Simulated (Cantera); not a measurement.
Charge: 1 mol Si₃N₄, 21 mol H₂, at 1025 °C and 0.458 Torr.

Method: chemical equilibrium by Gibbs-energy minimisation in Cantera with the NASA 1993 tables (ideal gas, pure condensed phases). Candidate condensed phases: Si, Si₃N₄; 18 gas species. Mutual solubility and eutectic melting of coexisting phases are not modelled. Rates play no part.

Base state: H₂ 0.999, N₂ 0.000777, H 4.35e-5 (mole fractions); condensed: Si(s) + Si₃N₄(s).

Question: What changes in the equilibrium state with this change: temperature from 1025 °C to 1177 °C?

Answer: 
```json
[
 {"species": "H₂", "before": "0.999", "after": "0.972"},
 {"species": "N₂", "before": "0.000777", "after": "0.0281"},
 {"species": "H", "before": "4.35e-5", "after": "0.000377"},
 {"species": "Si(s), mol", "before": "0.0245", "after": "0.909"},
 {"species": "Si₃N₄(s), mol", "before": "0.992", "after": "0.697"}
]
```

Question: What changes in the equilibrium state with this change: temperature from 1025 °C to 1250 °C?

Answer: 
| species | before | after |
|---|---|---|
| H₂ | 0.999 | 0.912 |
| N₂ | 0.000777 | 0.0869 |
| H | 4.35e-5 | 0.000894 |
| Si | 6.69e-8 | 2.96e-5 |
| Si(s), mol | 0.0245 | 3.00 |
| Si₃N₄(s), mol | 0.992 | 0 |
